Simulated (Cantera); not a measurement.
## Equilibrium for silicon oxide and oxynitride deposition: HMDSO + O2 + N2

Input: 1 mol HMDSO, 1.6 mol O2, 51 mol N2, equilibrated at 1948 K.

Cantera equilibrium calculation (NASA polynomials, part measured and part estimated; ideal gas, pure solids and liquids). Candidate condensed phases: C, C6H6, C7H8, C8H18, H2O, Si, SiC, SiO2, Si2N2O, Si3N4; 151 gas species. The feed counts by its element totals alone. The tables' values for SiN are old estimates; treat these amounts as uncertain. Equilibrium is a limit: real reactors are often held back by kinetics, nucleation or transport.

```json
[
 {"P (Pa)": "5", "log p N2": "-4.42", "log p H2": "-5.28", "log p CO": "-5.51", "log p H": "-5.59", "log p Si": "-5.98", "log p HCN": "-6.77", "log p SiO": "-7.59", "n C(graphite)": "1.02", "n SiC(s)": "0.442"},
 {"P (Pa)": "15", "log p N2": "-3.94", "log p H2": "-4.75", "log p CO": "-5.02", "log p H": "-5.32", "log p Si": "-5.98", "log p HCN": "-6.26", "log p SiO": "-7.11", "n C(graphite)": "0.0648", "n SiC(s)": "1.47"},
 {"P (Pa)": "45", "log p N2": "-3.45", "log p H2": "-4.24", "log p CO": "-4.54", "log p H": "-5.07", "log p Si": "-5.81", "log p HCN": "-5.94", "log p SiO": "-6.29", "n C(graphite)": "0", "n SiC(s)": "1.68"},
 {"P (Pa)": "140", "log p N2": "-2.96", "log p H2": "-3.73", "log p CO": "-4.05", "log p H": "-4.81", "log p Si": "-5.70", "log p HCN": "-5.55", "log p SiO": "-5.58", "n C(graphite)": "0", "n SiC(s)": "1.78"},
 {"P (Pa)": "410", "log p N2": "-2.49", "log p H2": "-3.26", "log p CO": "-3.59", "log p H": "-4.57", "log p Si": "-5.66", "log p HCN": "-5.12", "log p SiO": "-5.03", "n C(graphite)": "0", "n SiC(s)": "1.82"},
 {"P (Pa)": "1200", "log p N2": "-2.02", "log p H2": "-2.78", "log p CO": "-3.12", "log p H": "-4.34", "log p Si": "-5.65", "log p HCN": "-4.66", "log p SiO": "-4.54", "n C(graphite)": "0", "n SiC(s)": "1.83"},
 {"P (Pa)": "3700", "log p N2": "-1.53", "log p H2": "-2.29", "log p CO": "-2.63", "log p H": "-4.09", "log p Si": "-5.64", "log p HCN": "-4.18", "log p SiO": "-4.04", "n C(graphite)": "0", "n SiC(s)": "1.84"},
 {"P (Pa)": "11000", "log p N2": "-1.06", "log p H2": "-1.82", "log p CO": "-2.16", "log p H": "-3.86", "log p Si": "-5.64", "log p HCN": "-3.70", "log p SiO": "-3.56", "n C(graphite)": "0", "n SiC(s)": "1.84"},
 {"P (Pa)": "33000", "log p N2": "-0.58", "log p H2": "-1.34", "log p CO": "-1.68", "log p H": "-3.62", "log p Si": "-5.64", "log p HCN": "-3.23", "log p SiO": "-3.08", "n C(graphite)": "0", "n SiC(s)": "1.84"},
 {"P (Pa)": "100000", "log p N2": "-0.10", "log p H2": "-0.86", "log p CO": "-1.20", "log p H": "-3.38", "log p Si": "-5.64", "log p HCN": "-2.74", "log p SiO": "-2.60", "n C(graphite)": "0", "n SiC(s)": "1.84"}
]
```
log p: log10 of the partial pressure in bar; n: condensed amount in mol.

From 5.00 Pa to 15.0 Pa the condensed part is C(graphite) + SiC(s). From 45.0 Pa to 1.00 bar the condensed part is SiC(s). The main Si-bearing gas is Si at 5.00 Pa and SiO at 1.00 bar.
